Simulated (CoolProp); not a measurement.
Vapour-liquid equilibrium of cyclopropane (1) + R134a (2) at 0.513 MPa; x and y are mole fractions of (1).

Computed with CoolProp (multi-fluid Helmholtz-energy mixture model, Polt 1992 and Tillner-Roth 1994; pair parameters Bell 2016). This equation is an older, rougher fit; its heat capacities, sound speeds and derivatives of the liquid may be far off and weren't checked against measurements.

**Question.** Give the bubble temperature and the first vapour's composition at x = 0.2, 0.425, 0.95. Is there an azeotrope?

**Answer.** x = 0.2: 280.7 K, y = 0.359; x = 0.425: 277.6 K, y = 0.514; x = 0.95: 282.8 K, y = 0.877. y crosses x between x = 0.575 and 0.65: the model has an azeotrope there.

The pair parameters rest on a limited set of measurements; away from them the model extrapolates.
